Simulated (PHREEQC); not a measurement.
**Buffer**

Consider water at 25 °C with 4.1 mmol/kgw KH2PO4, 59 mmol/kgw NaF and 3.6 mmol/kgw NaCl. Closed to the air; pH follows from the charge balance.

Model: ion-association model, wateq4f.dat, run in PHREEQC.

Each row changes one thing in this solution. Precipitation was switched off in this run.

```csv
case,pH,ionic strength (mol/kgw),H2PO4- (mol/kgw),HPO4-2 (mol/kgw),NaHPO4- (mol/kgw),H3PO4 (mol/kgw)
as made,5.62,0.0656,0.00390,0.000191,9.74e-6,1.10e-6
diluted 100-fold with water,5.93,0.000670,…,2.22e-6,2.42e-9,6.55e-9
NaF from 0.059 to 0.0531 mol/kgw,5.60,0.0599,0.00391,0.000180,8.53e-6,1.17e-6
NaF left out,4.84,0.00774,0.00407,2.31e-5,1.13e-7,7.83e-6
NaCl from 0.0036 to 0.0072 mol/kgw,5.62,0.0692,0.00390,0.000192,1.02e-5,1.11e-6
NaF from 0.059 to 0.0885 mol/kgw,5.70,0.0938,0.00384,0.000245,1.63e-5,8.80e-7
NaCl left out,5.62,0.0621,0.00390,0.000191,…,1.10e-6
```

Q: Complete the blanks.

A: 
- diluted 100-fold with water, H2PO4- (mol/kgw): 3.88e-5
- NaCl left out, NaHPO4- (mol/kgw): 9.31e-6

Species that the database lacks are ignored. H3PO4, which wateq4f.dat lacks, is added to it with the constant of phreeqc.dat.
